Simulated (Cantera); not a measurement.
## Carbothermic reduction: PbO + C + CO

Input: 1 mol PbO, 0.41 mol C, 0.013 mol CO, held at 0.550 bar.

Method: chemical equilibrium by Gibbs-energy minimisation in Cantera with the NASA 1993 tables (ideal gas, pure condensed phases). Candidate condensed phases: C, Pb, PbO, PbO2, Pb3O4; 15 gas species. Gases not in the tables: (PbO)n polymers. The numbers say what is thermodynamically allowed, not how fast it happens.

At 1798 K the condensed part is Pb(l). From 1848 K to 2348 K nothing is condensed.

| T (K) | log p Pb | log p CO2 | log p PbO | log p CO | n Pb(l) |
|---|---|---|---|---|---|
| 1798 | -0.57 | -0.71 | -1.08 | -2.33 | 0.253 |
| 1848 | -0.50 | -0.80 | -1.15 | -2.16 | 0 |
| 1898 | -0.50 | -0.81 | -1.14 | -2.07 | 0 |
| 1948 | -0.51 | -0.81 | -1.13 | -1.98 | 0 |
| 1998 | -0.51 | -0.82 | -1.12 | -1.90 | 0 |
| 2048 | -0.51 | -0.83 | -1.10 | -1.83 | 0 |
| 2098 | -0.52 | -0.84 | -1.09 | -1.76 | 0 |
| 2148 | -0.52 | -0.84 | -1.08 | -1.70 | 0 |
| 2198 | -0.52 | -0.85 | -1.07 | -1.64 | 0 |
| 2248 | -0.53 | -0.86 | -1.06 | -1.58 | 0 |
| 2298 | -0.53 | -0.88 | -1.06 | -1.53 | 0 |
| 2348 | -0.53 | -0.89 | -1.05 | -1.48 | 0 |
log p: log10 of the partial pressure in bar; n: condensed amount in mol.
